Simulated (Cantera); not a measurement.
A perfectly stirred reactor is fed with C2H6 : H2 = 1 : 91 (molar parts), at 1.01 bar; it is held at 1373 K, and followed from long to short residence time.

Detailed kinetics in Cantera: GRI-Mech 3.0 (53 species, 325 reactions). GRI-Mech 3.0 stops at C3 and has no aromatics, soot or wall deposition, so with more carbon than oxygen in the feed, carbon stays in small species such as C2H2 where larger ones or solid carbon would form.

Problem. What does this change do: H2 91 to 330 parts?

Solution. 
```json
[
 {"quantity": "x(C2H6) at τ = 1.50 s", "before": "4.63e-5", "after": "1.25e-5"},
 {"quantity": "x(H2) at τ = 1.50 s", "before": "0.981", "after": "0.995"},
 {"quantity": "x(C2H4) at τ = 1.50 s", "before": "0.00153", "after": "0.000408"},
 {"quantity": "x(CH4) at τ = 1.50 s", "before": "0.0159", "after": "0.00450"},
 {"quantity": "x(H) at τ = 1.50 s", "before": "9.48e-6", "after": "9.61e-6"},
 {"quantity": "x(C2H6) at τ = 39.0 ms", "before": "0.000304", "after": "8.56e-5"},
 {"quantity": "x(H2) at τ = 39.0 ms", "before": "0.986", "after": "0.996"},
 {"quantity": "x(C2H4) at τ = 39.0 ms", "before": "0.00434", "after": "0.00122"},
 {"quantity": "x(CH4) at τ = 39.0 ms", "before": "0.00719", "after": "0.00202"},
 {"quantity": "x(H) at τ = 39.0 ms", "before": "2.87e-5", "after": "2.86e-5"}
]
```
